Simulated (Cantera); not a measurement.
Input: 1 mol V2O5, 300 mol H2, 18 mol N2, equilibrated at 2175 K.

Equilibrium computed with Cantera from the NASA thermochemical tables; the gas is ideal and each condensed phase is pure. Candidate condensed phases: H2O, V, VN, VO, V2O3, V2O4, V2O5; 28 gas species. VO: taken at fixed stoichiometry. The numbers say what is thermodynamically allowed, not how fast it happens.

Question: At 1000 Pa, list the 6 most abundant gas species with their mole fractions, and the condensed phases.

Answer: H2 0.887, N2 0.0551, H 0.0460, H2O 0.00714, VO2 0.00219, VO 0.00196. Condensed: VO(l).
